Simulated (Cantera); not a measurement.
Charge: 1 mol SF₆, 0.38 mol O₂, 34 mol N₂, equilibrated at 3475 K and 0.570 bar.

Equilibrium computed with Cantera from the NASA thermochemical tables; the gas is ideal and each condensed phase is pure. Candidate condensed phases: S; 35 gas species. The numbers say what is thermodynamically allowed, not how fast it happens.

Base state: N₂ 0.818, F 0.144, S 0.0189, O 0.0104, SO 0.00404, NO 0.00297, SF 0.000322, O₂ 0.000289 (mole fractions); condensed: gas only.

What changes in the equilibrium state with this change: 0.067 mol H₂S added?


| species | before | after |
|---|---|---|
| N₂ | 0.818 | 0.817 |
| F | 0.144 | 0.141 |
| S | 0.0189 | 0.0202 |
| HF | 0 | 0.00306 |
| O | 0.0104 | 0.0102 |
| H | 0 | 0.000155 |
| S₂ | 0.000289 | 0.000329 |
| SN | 7.57e-5 | 8.07e-5 |
Further candidate phases: H₂O, H₂SO₄.
